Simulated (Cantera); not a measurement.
# Carbon deposition, reforming and gasification: C₆H₆ + H₂

A closed system holds: 1 mol C₆H₆, 18 mol H₂, equilibrated at 1.33 mbar.

Method: chemical equilibrium by Gibbs-energy minimisation in Cantera with the NASA 1993 tables (ideal gas, pure condensed phases). Candidate condensed phases: C, C₆H₆, C₇H₈, C₈H₁₈; 76 gas species. The numbers say what is thermodynamically allowed, not how fast it happens.

| T (°C) | x H₂ | x H | x C₂H₂ (acetylene) | x C₂H | x C₃ | n C(graphite) |
|---|---|---|---|---|---|---|
| 927 | 1.000 | 5.40e-6 | 1.03e-7 | <1e-12 | <1e-12 | 6.00 |
| 1077 | 1.000 | 6.53e-5 | 1.24e-6 | <1e-12 | <1e-12 | 6.00 |
| 1227 | 1.000 | 0.000482 | 9.02e-6 | 8.19e-12 | <1e-12 | 6.00 |
| 1377 | 0.997 | 0.00248 | 4.55e-5 | 4.95e-10 | <1e-12 | 6.00 |
| 1527 | 0.990 | 0.00976 | 0.000174 | 1.50e-8 | 8.59e-11 | 5.99 |
| 1677 | 0.969 | 0.0309 | 0.000529 | 2.66e-7 | 5.87e-9 | 5.98 |
| 1827 | 0.917 | 0.0817 | 0.00132 | 3.05e-6 | 2.16e-7 | 5.94 |
| 1977 | 0.814 | 0.183 | 0.00272 | 2.44e-5 | 4.87e-6 | 5.87 |
| 2127 | 0.645 | 0.350 | 0.00450 | 0.000140 | 7.36e-5 | 5.76 |
x: gas mole fraction; n: condensed amount in mol.

From 927 °C to 2127 °C the condensed part is C(graphite). The main C-bearing gas is CH₄ at 927 °C and C₂H₂ (acetylene) at 2127 °C.
